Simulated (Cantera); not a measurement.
Catalytic stagnation flow on Pt

A jet of 2.93 % CH4, 17.2 % O2, 79.9 % N2, equivalence ratio 0.34 at 300 K and 18.8 Torr hits a platinum plate 9.6 cm away at a mass flux of 0.034 kg/m²/s; the plate temperature is set and raised in steps from an oxygen-covered start.

Detailed kinetics in Cantera: Deutschmann's 1995 Pt surface mechanism with GRI-Mech 3.0 gas chemistry. Catalytic surfaces can have several steady states; this one follows from the mechanism file's or the stated starting coverage.

```
plate T (K)  wall x CH4  wall x O2  wall x H2O  wall x OH  wall x CO  wall x CO2  θ free Pt   θ O*
-----------  ----------  ---------  ----------  ---------  ---------  ----------  ---------  -----
900              0.0205      0.153      0.0165    4.37e-8    8.84e-6      0.0108      0.249  0.750
950              0.0167      0.145      0.0236    1.41e-7    1.00e-5      0.0155      0.323  0.676
1000             0.0134      0.138      0.0296    3.93e-7    1.10e-5      0.0195      0.397  0.602
1050             0.0109      0.133      0.0342    9.62e-7    1.20e-5      0.0225      0.470  0.529
1100            0.00896      0.129      0.0377    2.12e-6    1.32e-5      0.0248      0.540  0.459
1150            0.00755      0.126      0.0401    4.27e-6    1.48e-5      0.0265      0.605  0.394
1200            0.00651      0.124      0.0419    8.00e-6    1.70e-5      0.0276      0.665  0.334
1250            0.00577      0.122      0.0430    1.40e-5    2.00e-5      0.0285      0.720  0.280
```
x: mole fraction at the wall; θ: surface coverage.
